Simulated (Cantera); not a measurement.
A closed system holds: 1 mol Si, 1.6 mol Br2, 14 mol N2, at 1323.15 K and 6.60 mbar.

These are equilibrium values from Cantera (NASA tables, ideal gas, pure condensed phases), not measurements of a reactor. N2 is the only nitrogen source here; it is nearly inert below about 1500 K, so the nitride shown seldom forms there in practice. The tables' values for SiBr3 are old estimates; treat these amounts as uncertain. Rates play no part.

```
species         before     after
-------------  -------  --------
N2               0.931     0.944
SiBr4           0.0393    0.0528
SiBr3          0.00433   0.00119
SiBr2           0.0179   0.00100
Br             0.00754  0.000977
Br2            3.52e-5   2.24e-5
Si3N4(s), mol   0.0260    0.0640
```
Gas species are given as mole fractions.

Problem. What was changed between the two runs?
A. temperature from 1323.15 K to 798 K
B. pressure from 6.60 mbar to 0.250 bar
C. Br2 from 1.6 to 6.2 mol
D. Br2 from 1.6 to 0.53 mol

Solution. B, pressure from 6.60 mbar to 0.250 bar
